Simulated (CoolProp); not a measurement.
Model: reference Helmholtz-energy equation of state, Lemmon 2006, in CoolProp. It is a short technical equation, of lower accuracy than the large ones.

Question: For isohexane, give the phase and the Z, cp (kJ/(kg K)), speed of sound (m/s) at 549.3 K and 4.28 bar; 549.3 K and 6.91 bar.

Answer: 
- 549.3 K and 4.28 bar: gas; Z 0.965, cp 2.77, speed of sound 227
- 549.3 K and 6.91 bar: gas; Z 0.942, cp 2.79, speed of sound 222
